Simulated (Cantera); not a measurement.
**Thermodynamics of calcination and drying, feed MgCO3 + CO2 + H2**

Charge: 1 mol MgCO3, 3.3 mol CO2, 0.42 mol H2.

Cantera equilibrium calculation (NASA polynomials, part measured and part estimated; ideal gas, pure solids and liquids). Candidate condensed phases: C, C6H6, C7H8, C8H18, H2O, Mg, MgCO3, MgO, Mg(OH)2; 116 gas species. The numbers say what is thermodynamically allowed, not how fast it happens.

Stable condensed phases:

```
T in K \ P in Pa
              10      32     100     320    1000    3200   10000   32000  100000  320000 1000000
    998        A       A       A       A       A       A       A       A       A       A       A
    973        A       A       A       A       A       A       A       A       A       A       A
    948        A       A       A       A       A       A       A       A       A       A       A
    923        A       A       A       A       A       A       A       A       A       A       A
    898        A       A       A       A       A       A       A       A       A       A       A
    873        A       A       A       A       A       A       A       A       A       A       A
    848        A       A       A       A       A       A       A       A       A       A       B
    823        A       A       A       A       A       A       A       A       A       A       B
    798        A       A       A       A       A       A       A       A       A       B       B
```

A: MgO; B: C + MgO.
